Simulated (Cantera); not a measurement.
Input: 1 mol Si₃N₄, 0.22 mol N₂O, 53 mol H₂, held at 1648.15 K and 13.3 mbar.

Cantera equilibrium calculation (NASA polynomials, part measured and part estimated; ideal gas, pure solids and liquids). Candidate condensed phases: H₂O, Si, SiO₂, Si₂N₂O, Si₃N₄; 35 gas species. Mutual solubility and eutectic melting of coexisting phases are not modelled. The numbers say what is thermodynamically allowed, not how fast it happens.

### Question
What is the equilibrium state?

### Answer
- x(H₂): 0.959
- x(N₂): 0.0384
- x(SiO): 0.00223
- x(H): 0.000756
- x(Si): 1.94e-5
- x(SiH₂): 8.14e-6
- x(SiH): 4.03e-6
- n(Si(s)): 2.68 mol
- n(Si₂N₂O(s)): 0.0968 mol
- gas amount: 55.27 mol
